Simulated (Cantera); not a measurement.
A closed system holds: 1 mol PbO, 1.6 mol N₂, at 1250 °C and 6.60 mbar.

Method: chemical equilibrium by Gibbs-energy minimisation in Cantera with the NASA 1993 tables (ideal gas, pure condensed phases). Candidate condensed phases: Pb, PbO, PbO₂, Pb₃O₄; 12 gas species. Gases not in the tables: (PbO)n polymers. Kinetics and transport are ignored.

Base state: N₂ 0.587, PbO 0.275, Pb 0.0917, O₂ 0.0455, NO 0.000550, O 1.45e-5 (mole fractions); condensed: gas only.

Problem. What changes in the equilibrium state with this change: temperature from 1250 °C to 802 °C?

Solution. 
| species | before | after |
|---|---|---|
| N₂ | 0.587 | 0.999 |
| PbO | 0.275 | 0.000467 |
| Pb | 0.0917 | 8.19e-5 |
| O₂ | 0.0455 | 4.04e-5 |
| O | 1.45e-5 | <1e-9 |
| NO | 0.000550 | 1.05e-6 |
| PbO(yellow), mol | 0 | 0.999 |
